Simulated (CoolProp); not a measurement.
Aqueous potassium formate as a coolant, 45 % by mass, freezing at -43.9 °C, 1 atm.

Values from CoolProp's Melinder's fits for secondary coolants.

```json
[
 {"T (°C)": "-33.2", "cp (kJ/(kg K))": "2.667", "density (kg/m³)": "1321", "Prandtl number": "88.5", "viscosity (mPa s)": "14.7"},
 {"T (°C)": "-21.7", "cp (kJ/(kg K))": "2.687", "density (kg/m³)": "1317", "Prandtl number": "48.4", "viscosity (mPa s)": "8.21"},
 {"T (°C)": "-10.1", "cp (kJ/(kg K))": "2.708", "density (kg/m³)": "1313", "Prandtl number": "29.9", "viscosity (mPa s)": "5.17"},
 {"T (°C)": "1.4", "cp (kJ/(kg K))": "2.728", "density (kg/m³)": "1309", "Prandtl number": "20.4", "viscosity (mPa s)": "3.60"},
 {"T (°C)": "13", "cp (kJ/(kg K))": "2.748", "density (kg/m³)": "1304", "Prandtl number": "15.0", "viscosity (mPa s)": "2.69"},
 {"T (°C)": "24.5", "cp (kJ/(kg K))": "2.770", "density (kg/m³)": "1299", "Prandtl number": "11.5", "viscosity (mPa s)": "2.12"},
 {"T (°C)": "36", "cp (kJ/(kg K))": "2.792", "density (kg/m³)": "1293", "Prandtl number": "9.14", "viscosity (mPa s)": "1.71"}
]
```
